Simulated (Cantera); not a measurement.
An adiabatic, constant-pressure homogeneous reactor starts with 22.6 % CO, 10.9 % H₂, 14.0 % O₂, 52.5 % N₂, equivalence ratio 1.2, at 1550 K and 7500 Torr.

Cantera simulation using GRI-Mech 3.0 (53 species, 325 reactions); the numbers are that mechanism's predictions, not measurements. The hydrogen kinetics of GRI-Mech 3.0 are dated; newer H2 mechanisms differ, most at raised pressure. Above 3000 K some thermodynamic fits are extrapolated.

One state of this run: T (K) = 3007; x CO = 0.112; x H₂ = 0.0107; x O₂ = 0.0186; x H₂O = 0.0996; x OH = 0.0165; x H = 0.00530. x: mole fraction; the columns are a selection and need not sum to one.

Task: Which value of t (s) does it belong to?
A. 1.00e-6
B. 1.12e-5
C. 0.000422
D. 3.35e-6

Result: C, 0.000422
